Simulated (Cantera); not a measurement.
Cantera with NASA thermochemical tables; ideal gases at 1 bar, condensed phases pure. Values are per mole of reaction as written; species without (g) are pure solids or liquids, kept so even where they would boil at 1 bar.

Between 450 and 700 K, where is each reaction favourable under standard conditions?
- O2(g) + 2 Sr + 2 H2O(g) → 2 Sr(OH)2


- O2(g) + 2 Sr + 2 H2O(g) → 2 Sr(OH)2: ΔG° is -1230 kJ at 450 K and -1110 kJ at 700 K; it stays negative (K > 1). ΔH° is -1436 kJ and ΔS° -466 J/K at 700 K.
